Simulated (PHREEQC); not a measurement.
A solution holds 0.011 mol/kgw H3BO3 and 0.17 mol/kgw KOH, at 75 °C. Closed to the air; pH follows from the charge balance.

The numbers come from PHREEQC with the Pitzer model, pitzer.dat.

No solid was allowed to form.

Task: Predict the pH, density, osmotic coefficient.

Result: pH 11.77; density 0.984 g/cm³; osmotic coefficient 0.925.

Complexes and solids missing from the database can't appear. Constants without temperature data keep their 25 °C values here.
